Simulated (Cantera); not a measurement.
A freely propagating, adiabatic, planar premixed flame of CO : H2 : O2 : N2 = 1 : 0.65 : 1.06 : 3.98 (molar parts), equivalence ratio 0.78, unburnt at 575 K and 105 Torr; mixture-averaged transport, grid criteria slope 0.08 and curve 0.16, no radiation.

Computed with Cantera and GRI-Mech 3.0 (53 species, 325 reactions). Burning velocities carry a grid error of a few per cent, more on coarse grids.

**Question.** What does this change do: N2 3.98 to 3 parts?

**Answer.** 
```json
[
 {"quantity": "laminar burning velocity", "before": "274 cm/s", "after": "340 cm/s"},
 {"quantity": "thermal thickness", "before": "8.08 mm", "after": "7.24 mm"}
]
```

**Question.** What does this change do: inlet temperature 575 to 500 K?

**Answer.** 
| quantity | before | after |
|---|---|---|
| laminar burning velocity | 274 cm/s | 207 cm/s |
| thermal thickness | 8.08 mm | 7.50 mm |
